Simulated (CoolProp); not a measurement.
The numbers come from the reference Helmholtz-energy equation of state, Akasaka 2024 in CoolProp.

Task: For R1132(E), give the phase and the speed of sound (m/s), Joule-Thomson coefficient (K/MPa) at 330.9 K and 4.03 MPa; 395.8 K and 0.0925 MPa; 393.6 K and 0.0264 MPa.

Result: 
- 330.9 K and 4.03 MPa: liquid; speed of sound 313, Joule-Thomson coefficient 1.22
- 395.8 K and 0.0925 MPa: gas; speed of sound 241, Joule-Thomson coefficient 7.24
- 393.6 K and 0.0264 MPa: gas; speed of sound 241, Joule-Thomson coefficient 7.34
